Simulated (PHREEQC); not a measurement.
Solution (66 °C): 130 mmol/kgw KH2PO4. Closed to the air; pH follows from the charge balance.

All values are PHREEQC results (ion-association model, phreeqc.dat), not measurements.

```csv
quantity,before,after
pH,4.48,4.55
H3PO4 (mol/kgw),0.000711,0.000326
KHPO4- (mol/kgw),5.40e-5,1.70e-5
```

Problem. Name the change that produced these shifts.
(A) 0.04 mol/kgw H3PO4 added
(B) diluted 100-fold with water
(C) KH2PO4 from 0.13 to 0.195 mol/kgw
(D) diluted 2-fold with water

Solution. D, diluted 2-fold with water

No solid was allowed to form. Constants without temperature data keep their 25 °C values here.
